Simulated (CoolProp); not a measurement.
Vapour-liquid equilibrium of n-pentane (1) + toluene (2) at 8.16 bar; x and y are mole fractions of (1).

Values from CoolProp's multi-fluid Helmholtz-energy mixture model, Thol 2019 and Lemmon 2006; pair parameters Bell 2016.

| x | bubble temperature, mixture model (°C) | bubble temperature, Raoult's law (°C) | y, mixture model | y, Raoult's law |
|---|---|---|---|---|
| 0.05 | 194.6 | 195.0 | 0.179 | 0.201 |
| 0.2 | 170.4 | 172.2 | 0.527 | 0.566 |
| 0.35 | 153.7 | 155.6 | 0.708 | 0.752 |
| 0.5 | 141.5 | 142.7 | 0.815 | 0.857 |
| 0.65 | 132.1 | 132.5 | 0.886 | 0.922 |
| 0.8 | 124.2 | 124.0 | 0.940 | 0.964 |
| 0.95 | 117.1 | 116.9 | 0.986 | 0.993 |

The largest gap from Raoult's law is -1.9 K in bubble temperature, at x = 0.35. No azeotrope shows between x = 0.05 and 0.95.

Pair parameters are fitted to limited data, so mixtures are less certain than the pure fluids.
